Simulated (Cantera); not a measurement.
Cantera run:

```python
import numpy as np
import cantera as ct

gas_names = """
    C CO CO2 C2 C2O C3 C3O2 C4 C5 Na NaO Na2 Na2O O O2 O3
""".split()
cond_names = """
    C(gr) Na(cr) Na(L) NaO2(s) Na2CO3(I) Na2CO3(II) Na2CO3(L) Na2O(c) Na2O(a) Na2O(L) Na2O2(a) Na2O2(b)
""".split()


# ... load() reads the species with a 1 bar reference pressure and builds the phases ...
atoms = {
    'Na2CO3': {'Na': 2, 'C': 1, 'O': 3},
    'O2': {'O': 2},
    'CO2': {'C': 1, 'O': 2},
}
top_T = {'C(gr)': 4500, 'NaO2(s)': 800, 'Na2O2(b)': 940}  # K; cautious upper limits of use, not melting points


# ... equilibrate(T, P, feed) seeds the gas with the atoms and calls Mixture.equilibrate('TP', solver="vcs", rtol=1e-11, max_steps=5000) ...
results = []
feed = {'Na2CO3': 1, 'O2': 0.13, 'CO2': 0.042}  # mol
P = 1100  # Pa
for T in [1275, 1300, 1325, 1350, 1375, 1400, 1425, 1450, 1475, 1500, 1525, 1550, 1575, 1600]:
    mix = equilibrate(T, P, feed)
    results.append((T, P, feed, dict(zip(mix.species_names, mix.species_moles))))
    x = sorted(zip(gas.X, gas.species_names), reverse=True)
    print(f"T = {T:g} K  P = {P:g} Pa  gas = {mix.phase_moles(0):.4g} mol")
    print("   x: " + "  ".join(f"{s} {v:.3e}" for v, s in x if v > 1e-06))
    print("   condensed (mol): " + ("  ".join(f"{mix.phase(i).name} {mix.phase_moles(i):.4g}"
          for i in range(1, mix.n_phases) if mix.phase_moles(i) > 1e-12) or "none"))
```

Result:

```
T = 1275 K  P = 1100 Pa  gas = 0.172 mol
   x: O2 7.557e-01  CO2 2.442e-01  Na 1.285e-04  NaO 4.217e-06
   condensed (mol): Na2CO3(L) 1
T = 1300 K  P = 1100 Pa  gas = 0.1721 mol
   x: O2 7.555e-01  CO2 2.442e-01  Na 2.822e-04  NaO 8.870e-06  O 1.466e-06
   condensed (mol): Na2CO3(L) 1
T = 1325 K  P = 1100 Pa  gas = 0.1722 mol
   x: O2 7.551e-01  CO2 2.442e-01  Na 6.007e-04  NaO 1.811e-05  O 2.282e-06
   condensed (mol): Na2CO3(L) 0.9999
T = 1350 K  P = 1100 Pa  gas = 0.1724 mol
   x: O2 7.544e-01  CO2 2.443e-01  Na 1.241e-03  NaO 3.595e-05  O 3.495e-06  CO 1.076e-06
   condensed (mol): Na2CO3(L) 0.9999
T = 1375 K  P = 1100 Pa  gas = 0.1728 mol
   x: O2 7.530e-01  CO2 2.444e-01  Na 2.495e-03  NaO 6.948e-05  O 5.267e-06  CO 1.698e-06
   condensed (mol): Na2CO3(L) 0.9998
T = 1400 K  P = 1100 Pa  gas = 0.1735 mol
   x: O2 7.504e-01  CO2 2.446e-01  Na 4.886e-03  NaO 1.309e-04  O 7.817e-06  CO 2.640e-06  Na2O 1.689e-06
   condensed (mol): Na2CO3(L) 0.9996
T = 1425 K  P = 1100 Pa  gas = 0.1749 mol
   x: O2 7.455e-01  CO2 2.449e-01  Na 9.335e-03  NaO 2.406e-04  O 1.142e-05  Na2O 4.194e-06  CO 4.051e-06
   condensed (mol): Na2CO3(L) 0.9992
T = 1450 K  P = 1100 Pa  gas = 0.1775 mol
   x: O2 7.366e-01  CO2 2.455e-01  Na 1.744e-02  NaO 4.315e-04  O 1.643e-05  Na2O 1.006e-05  CO 6.147e-06
   condensed (mol): Na2CO3(L) 0.9984
T = 1475 K  P = 1100 Pa  gas = 0.1824 mol
   x: O2 7.206e-01  CO2 2.466e-01  Na 3.189e-02  NaO 7.550e-04  Na2O 2.330e-05  O 2.323e-05  CO 9.262e-06
   condensed (mol): Na2CO3(L) 0.997
T = 1500 K  P = 1100 Pa  gas = 0.1915 mol
   x: O2 6.927e-01  CO2 2.486e-01  Na 5.726e-02  NaO 1.287e-03  Na2O 5.220e-05  O 3.218e-05  CO 1.394e-05
   condensed (mol): Na2CO3(L) 0.9944
T = 1525 K  P = 1100 Pa  gas = 0.2098 mol
   x: O2 6.444e-01  CO2 2.520e-01  Na 1.013e-01  NaO 2.129e-03  Na2O 1.130e-04  O 4.335e-05  CO 2.118e-05  Na2 2.329e-06
   condensed (mol): Na2CO3(L) 0.9891
T = 1550 K  P = 1100 Pa  gas = 0.2515 mol
   x: O2 5.605e-01  CO2 2.579e-01  Na 1.780e-01  NaO 3.384e-03  Na2O 2.356e-04  O 5.587e-05  CO 3.319e-05  Na2 6.515e-06
   condensed (mol): Na2CO3(L) 0.9771
T = 1575 K  P = 1100 Pa  gas = 0.3947 mol
   x: O2 4.077e-01  Na 3.182e-01  CO2 2.685e-01  NaO 5.012e-03  Na2O 4.703e-04  O 6.518e-05  CO 5.722e-05  Na2 1.895e-05
   condensed (mol): Na2CO3(L) 0.936
T = 1600 K  P = 1100 Pa  gas = 3.659 mol
   x: Na 5.399e-01  CO2 2.847e-01  O2 1.692e-01  NaO 5.325e-03  Na2O 6.448e-04  CO 1.315e-04  O 5.689e-05  Na2 4.972e-05
   condensed (mol): none
```

These are equilibrium values from Cantera (NASA tables, ideal gas, pure condensed phases), not measurements of a reactor.
